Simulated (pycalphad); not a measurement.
**Effect of Fe content in Al-Fe-Si**

All values are pycalphad results on the COST 507 light-alloy database (1999) (1 atm), not direct measurements. The database dates from 1999; later assessments differ in places, in temperatures and in the compounds included. Phase fractions are per mole of atoms.

Q: One of these alloys has its liquidus at 940 K, its solidus at 849 K, and holds fcc 0.82, ALFESI_BETA 0.10, diamond (Si) 0.08 at 500 K. Which?
A) Al-5.917Fe-9.279Si (wt.%)
B) Al-4.472Fe-9.35Si (wt.%)
C) Al-2.262Fe-9.459Si (wt.%)
D) Al-3.004Fe-9.423Si (wt.%)
E) Al-1.514Fe-9.496Si (wt.%)

A: D, Al-3.004Fe-9.423Si (wt.%). The others: Al-1.514Fe-9.496Si (wt.%), liquidus 899, solidus 849; Al-2.262Fe-9.459Si (wt.%), liquidus 922, solidus 849; Al-4.472Fe-9.35Si (wt.%), liquidus 972, solidus 849; Al-5.917Fe-9.279Si (wt.%), liquidus 1002, solidus 849

Database names, with the compositions (at.%) that they take in these runs: ALFESI_BETA: Al 70 Fe 15 Si 15.
